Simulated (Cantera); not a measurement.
**Stirred combustor or abatement burner**

A perfectly stirred reactor is fed with H₂ : O₂ : N₂ : NO = 1 : 0.455 : 4 : 0.012 (molar parts), at 1300000 Pa; it is adiabatic with a 375 K inlet, and is followed from long to short residence time, starting on the burning branch (τ in s: 0.42, 0.1, 0.024, 0.0058, 0.0014, 0.00033, 7.9e-05, 1.9e-05, 4.5e-06).

Detailed kinetics in Cantera: GRI-Mech 3.0 (53 species, 325 reactions). The hydrogen kinetics of GRI-Mech 3.0 are dated; newer H2 mechanisms differ, most at raised pressure. The pressure lies above the range GRI-Mech 3.0 was tuned for (to about 10 atm). The mechanism lacks 2 NO + O2 → 2 NO2 and HONO, so NO2 and the effect of NO are under-described below about 1400 K.

| τ (s) | T (K) | x H₂ | x O₂ | x NO | x NO₂ | x H |
|---|---|---|---|---|---|---|
| 0.42 | 1686 | 0.0157 | 3.31e-5 | 7.60e-5 | 3.12e-9 | 4.47e-5 |
| 0.10 | 1685 | 0.0158 | 7.50e-5 | 0.000124 | 9.30e-9 | 8.35e-5 |
| 0.024 | 1682 | 0.0161 | 0.000171 | 0.000214 | 2.76e-8 | 0.000154 |
| 0.0058 | 1676 | 0.0167 | 0.000390 | 0.000384 | 7.99e-8 | 0.000282 |
| 0.0014 | 1664 | 0.0179 | 0.000879 | 0.000688 | 2.18e-7 | 0.000524 |
| 0.00033 | 1641 | 0.0204 | 0.00198 | 0.00116 | 5.40e-7 | 0.000999 |
| 7.9e-5 | 1594 | 0.0257 | 0.00448 | 0.00167 | 1.17e-6 | 0.00185 |
| 1.9e-5 | 375 | 0.183 | 0.0832 | 0.00219 | <1e-12 | <1e-12 |
| 4.5e-6 | 375 | 0.183 | 0.0832 | 0.00219 | <1e-12 | <1e-12 |
x: mole fraction; the columns are a selection and need not sum to one.
